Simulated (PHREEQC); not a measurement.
Solution (25 °C): 0.001 mol/kgw KH2PO4, 0.0023 mol/kgw KOH and 0.014 mol/kgw KCl. Closed to the air; pH follows from the charge balance.

Model: ion-association model, wateq4f.dat, run in PHREEQC.

Precipitation was switched off in this run.

Q: Estimate the pH.

A: pH 11.03.

Q: In which forms is P present?

A: HPO4-2 90 %, PO4-3 8.3 %, KHPO4- 1.8 % of the P.

Complexes and solids missing from the database can't appear. H3PO4, which wateq4f.dat lacks, is added to it with the constant of phreeqc.dat.
